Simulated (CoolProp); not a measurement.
Aqueous sodium chloride as a coolant, 23 % by mass, freezing at -20.5 °C, 1 atm.

The numbers come from the Melinder's fits for secondary coolants in CoolProp.

| T (°C) | viscosity (mPa s) | density (kg/m³) | Prandtl number | cp (kJ/(kg K)) |
|---|---|---|---|---|
| -11.3 | 4.49 | 1186 | 28.0 | 3.293 |
| -4.2 | 3.45 | 1183 | 21.2 | 3.305 |
| 3 | 2.71 | 1180 | 16.4 | 3.316 |
| 10.2 | 2.18 | 1177 | 13.0 | 3.325 |
| 17.3 | 1.81 | 1173 | 10.6 | 3.333 |
| 24.5 | 1.53 | 1170 | 8.80 | 3.341 |
| 31.7 | 1.33 | 1166 | 7.52 | 3.347 |
| 38.8 | 1.19 | 1162 | 6.61 | 3.352 |
